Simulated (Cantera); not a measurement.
Stirred combustor or abatement burner

A perfectly stirred reactor is fed with 39.8 % H2, 11.7 % O2, 44.2 % N2, 4.38 % H2O, equivalence ratio 1.7, at 4050 Torr; it is adiabatic with a 748 K inlet, and is followed from long to short residence time, starting on the burning branch (τ in s: 0.051, 0.021, 0.0084, 0.0034, 0.0014, 0.00056, 0.00023, 9.2e-05, 3.7e-05, 1.5e-05, 6.1e-06).

Cantera simulation using the H2/O2 subset of GRI-Mech 3.0, which has no nitrogen chemistry; the numbers are that mechanism's predictions, not measurements. The hydrogen kinetics of GRI-Mech 3.0 are dated; newer H2 mechanisms differ, most at raised pressure.

| τ (s) | T (K) | x H2 | x O2 | x H2O | x HO2 | x H2O2 | x H | x OH |
|---|---|---|---|---|---|---|---|---|
| 0.051 | 2420 | 0.184 | 1.58e-5 | 0.313 | 2.10e-8 | 1.45e-8 | 0.00341 | 0.00109 |
| 0.021 | 2419 | 0.184 | 2.53e-5 | 0.312 | 2.79e-8 | 1.69e-8 | 0.00359 | 0.00114 |
| 0.0084 | 2416 | 0.184 | 4.64e-5 | 0.312 | 4.57e-8 | 2.28e-8 | 0.00400 | 0.00127 |
| 0.0034 | 2408 | 0.184 | 8.78e-5 | 0.312 | 9.04e-8 | 3.60e-8 | 0.00487 | 0.00153 |
| 0.0014 | 2395 | 0.183 | 0.000162 | 0.311 | 2.01e-7 | 6.34e-8 | 0.00644 | 0.00200 |
| 0.00056 | 2373 | 0.182 | 0.000298 | 0.309 | 4.84e-7 | 1.18e-7 | 0.00918 | 0.00277 |
| 0.00023 | 2338 | 0.180 | 0.000538 | 0.306 | 1.11e-6 | 2.05e-7 | 0.0133 | 0.00384 |
| 9.2e-5 | 2285 | 0.178 | 0.000993 | 0.302 | 2.45e-6 | 3.40e-7 | 0.0195 | 0.00525 |
| 3.7e-5 | 2209 | 0.176 | 0.00184 | 0.297 | 5.09e-6 | 5.35e-7 | 0.0282 | 0.00682 |
| 1.5e-5 | 2106 | 0.173 | 0.00343 | 0.289 | 1.04e-5 | 8.47e-7 | 0.0393 | 0.00815 |
| 6.1e-6 | 1973 | 0.172 | 0.00656 | 0.278 | 2.20e-5 | 1.41e-6 | 0.0521 | 0.00867 |
x: mole fraction; the columns are a selection and need not sum to one.
